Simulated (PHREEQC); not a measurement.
## Phosphoric acid bath

Make-up at 25 °C: 0.21 mol KH2PO4 and 0.00033 mol H2SO4 per kg of water. Closed to the air; pH follows from the charge balance.

All values are PHREEQC results (ion-association model, phreeqc.dat), not measurements.

This is a speciation only: nothing precipitates in the calculation.

Question: Estimate the pH, specific conductance.

Answer: pH 4.25; specific conductance 17400 µS/cm.

Question: In which forms is S present?

Answer: SO4-2 71 %, KSO4- 29 % of the S.
